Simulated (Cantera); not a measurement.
Feed: 1 mol Si(CH₃)₄, 0.33 mol CH₄, 420 mol H₂, at 2.48 Torr.

Equilibrium computed with Cantera from the NASA thermochemical tables; the gas is ideal and each condensed phase is pure. Candidate condensed phases: C, C₆H₆, C₇H₈, C₈H₁₈, Si, SiC; 87 gas species. The numbers say what is thermodynamically allowed, not how fast it happens.

x: gas mole fraction; n: condensed amount in mol.

```
T (K)   x H₂      x H  x C₂H₂ (acetylene)      x Si  n C(graphite)  n SiC(s)
-----  -----  -------  ------------------  --------  -------------  --------
1648   0.998  0.00155                   …   9.63e-7           3.29     0.999
1723   0.997  0.00317                   …   4.97e-6           3.25     0.998
1798   0.994  0.00611                   …   2.23e-5           3.19     0.989
1873   0.988   0.0112                   …   8.87e-5           3.10     0.957
1948   0.980   0.0195                   …  0.000317           3.02     0.846
2023   0.965   0.0325                   …   0.00103           3.04     0.486
2098   0.944   0.0521                   …   0.00198           3.01         0
2173   0.915   0.0804                   …   0.00197           2.36         0
2248   0.875    0.120                   …   0.00191           1.46         0
2323   0.822    0.172             0.00398   0.00182          0.281         0
2398   0.755    0.238             0.00406   0.00176              0         0
2473   0.675    0.319             0.00379   0.00170              0         0
2548   0.583    0.411                   …   0.00162              0         0
2623   0.484    0.510                   …   0.00154              0         0
```

**Question.** Fill in the missing entries.

**Answer.** 
- 1648, x C₂H₂ (acetylene): 4.47e-5
- 1723, x C₂H₂ (acetylene): 9.02e-5
- 1798, x C₂H₂ (acetylene): 0.000171
- 1873, x C₂H₂ (acetylene): 0.000308
- 1948, x C₂H₂ (acetylene): 0.000528
- 2023, x C₂H₂ (acetylene): 0.000862
- 2098, x C₂H₂ (acetylene): 0.00135
- 2173, x C₂H₂ (acetylene): 0.00202
- 2248, x C₂H₂ (acetylene): 0.00290
- 2548, x C₂H₂ (acetylene): 0.00341
- 2623, x C₂H₂ (acetylene): 0.00290
